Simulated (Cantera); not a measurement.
A Cantera script and its output.

```python
import numpy as np
import cantera as ct

gas = ct.Solution("h2o2.yaml")
gas.TPX = 675, 11000, {'H2': 1.3, 'O2': 0.51, 'N2': 1.92, 'H2O': 0.4}
flame = ct.FreeFlame(gas, width=0.19)
flame.set_refine_criteria(ratio=3, slope=0.08, curve=0.16)
flame.transport_model = "mixture-averaged"
flame.solve(loglevel=0, auto=True)
z, T = flame.grid, flame.T
thick = (T[-1] - T[0]) / np.gradient(T, z).max()
show = ['H2', 'O2', 'H2O', 'H', 'O', 'OH']
print(f"laminar burning velocity  {flame.velocity[0] * 100:.3f} cm/s")
print(f"burnt temperature         {T[-1]:.1f} K")
print(f"thermal thickness         {thick * 1e3:.4f} mm")
print(f"grid points               {len(z)}")
z0 = z[flame.heat_release_rate.argmax()]
print(f"{'z/mm':>9s}{'T/K':>9s}{'u/(m/s)':>9s}" + "".join(f"{s:>11s}" for s in show))
rows = []
for k in (-3, -2, -1.5, -1, -0.5, -0.25, 0, 0.25, 0.5, 1, 2, 4, 8):
    zz = z0 + k * thick
    rows.append([k * thick, np.interp(zz, z, T), np.interp(zz, z, flame.velocity),
                 *(np.interp(zz, z, flame.X[gas.species_index(s)]) for s in show)])
    print(f"{rows[-1][0] * 1e3:9.3f}{rows[-1][1]:9.1f}{rows[-1][2]:9.3f}" + "".join(f"{x:11.3e}" for x in rows[-1][3:]))
```

Output:

```
laminar burning velocity  764.355 cm/s
burnt temperature         2327.6 K
thermal thickness         8.7809 mm
grid points               132
     z/mm      T/K  u/(m/s)         H2         O2        H2O          H          O         OH
  -26.343    675.0    7.644  3.148e-01  1.235e-01  9.685e-02  4.007e-15  1.082e-16  1.069e-17
  -17.562    675.0    7.644  3.148e-01  1.235e-01  9.685e-02  2.325e-12  5.758e-14  5.913e-15
  -13.171    675.0    7.644  3.148e-01  1.235e-01  9.685e-02  2.452e-10  5.312e-12  5.809e-13
   -8.781    675.0    7.644  3.148e-01  1.235e-01  9.685e-02  1.162e-07  2.157e-09  2.812e-10
   -4.390    678.3    7.677  3.140e-01  1.234e-01  9.714e-02  2.236e-04  5.358e-06  1.027e-05
   -2.195    765.1    8.595  2.968e-01  1.202e-01  1.066e-01  7.215e-03  2.467e-04  2.246e-04
    0.000   1112.6   12.187  1.679e-01  7.496e-02  2.014e-01  6.755e-02  5.981e-03  2.795e-03
    2.195   1359.4   14.695  7.760e-02  2.399e-02  2.960e-01  9.847e-02  9.885e-03  7.286e-03
    4.390   1461.5   15.687  7.523e-02  1.914e-02  3.060e-01  9.027e-02  9.844e-03  9.236e-03
    8.781   1585.8   16.867  7.889e-02  1.672e-02  3.127e-01  7.635e-02  9.193e-03  1.135e-02
   17.562   1726.0   18.159  8.176e-02  1.399e-02  3.214e-01  6.137e-02  7.933e-03  1.331e-02
   35.124   1871.3   19.458  8.293e-02  1.097e-02  3.322e-01  4.695e-02  6.233e-03  1.453e-02
   70.247   2011.9   20.678  8.240e-02  7.932e-03  3.445e-01  3.414e-02  4.393e-03  1.454e-02
```

Cantera simulation using the H2/O2 subset of GRI-Mech 3.0, which has no nitrogen chemistry; the numbers are that mechanism's predictions, not measurements. Burning velocities carry a grid error of a few per cent, more on coarse grids.
